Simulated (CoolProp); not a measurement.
Dimethyl carbonate along the isotherm 315.55 °C: fugacity coefficient from the reference equation and from simpler models built on Tc = 283.9 °C, pc = 4.909 MPa, ω = 0.346; each cubic takes its own stable root.

The numbers come from the reference Helmholtz-energy equation of state, Zhou 2011 in CoolProp.

| p (MPa) | phase | reference |
|---|---|---|
| 0.0776 | gas | 0.9955 |
| 0.114 | gas | 0.9933 |
| 0.167 | gas | 0.9902 |
| 0.245 | gas | 0.9857 |
| 0.36 | gas | 0.9790 |
| 0.529 | gas | 0.9692 |
| 0.776 | gas | 0.9550 |
| 1.14 | gas | 0.9342 |
| 1.67 | gas | 0.9043 |
| 2.45 | gas | 0.8608 |
| 3.6 | gas | 0.7977 |
| 5.29 | supercritical | 0.7056 |
| 7.76 | supercritical | 0.5734 |
| 11.4 | supercritical | 0.4461 |
| 16.7 | supercritical | 0.3579 |
| 24.5 | supercritical | 0.3025 |

**Question.** How far does each simpler model (van der Waals, Redlich-Kwong, Soave-Redlich-Kwong, Peng-Robinson) lie from the reference over these 16 states: mean and median of the absolute difference, and the worst?

**Answer.** 
- van der Waals: mean 2.6 %, median 0.8 %, worst +18.8 % at 315.55 °C and 24.5 MPa
- Redlich-Kwong: mean 0.5 %, median 0.1 %, worst +4.1 % at 315.55 °C and 24.5 MPa
- Soave-Redlich-Kwong: mean 1.8 %, median 0.2 %, worst +10.5 % at 315.55 °C and 24.5 MPa
- Peng-Robinson: mean 0.7 %, median 0.4 %, worst -2.2 % at 315.55 °C and 5.29 MPa
